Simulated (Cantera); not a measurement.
Equilibrium for halide evaporation, hydrolysis and transport: MgF₂ + O₂ + N₂

A closed system holds: 1 mol MgF₂, 1.7 mol O₂, 1.6 mol N₂, equilibrated at 4.90e-6 bar.

Cantera equilibrium calculation (NASA polynomials, part measured and part estimated; ideal gas, pure solids and liquids). Candidate condensed phases: Mg, MgF₂, MgO; 24 gas species. Equilibrium is a limit: real reactors are often held back by kinetics, nucleation or transport.

```tsv
T (°C)	x O₂	x N₂	x MgF₂	x NO	x O	x F	x Mg₂F₄	x MgF	n MgF₂(s)
875	0.515	0.484	0.00110	0.000158	2.57e-6	1.78e-7	1.26e-8	5.97e-11	0.996
900	0.514	0.484	0.00257	0.000194	4.52e-6	3.82e-7	3.91e-8	2.34e-10	0.991
925	0.512	0.482	0.00578	0.000235	7.76e-6	7.90e-7	1.16e-7	8.63e-10	0.981
950	0.509	0.479	0.0126	0.000282	1.30e-5	1.59e-6	3.26e-7	3.02e-9	0.958
975	0.501	0.472	0.0264	0.000333	2.13e-5	3.09e-6	8.82e-7	1.01e-8	0.910
1000	0.487	0.459	0.0539	0.000384	3.39e-5	5.84e-6	2.29e-6	3.21e-8	0.812
1025	0.460	0.433	0.107	0.000429	5.23e-5	1.07e-5	5.72e-6	9.84e-8	0.605
1050	0.409	0.385	0.206	0.000447	7.68e-5	1.88e-5	1.38e-5	2.94e-7	0.143
1075	0.395	0.372	0.233	0.000504	0.000116	2.56e-5	1.15e-5	6.38e-7	0
1100	0.395	0.372	0.233	0.000585	0.000175	3.28e-5	7.71e-6	1.26e-6	0
1125	0.395	0.372	0.232	0.000675	0.000260	4.17e-5	5.23e-6	2.43e-6	0
```
x: gas mole fraction; n: condensed amount in mol.

From 875 °C to 1050 °C the condensed part is MgF₂(s). From 1075 °C to 1125 °C nothing is condensed. The main Mg-bearing gas is MgF₂ throughout.
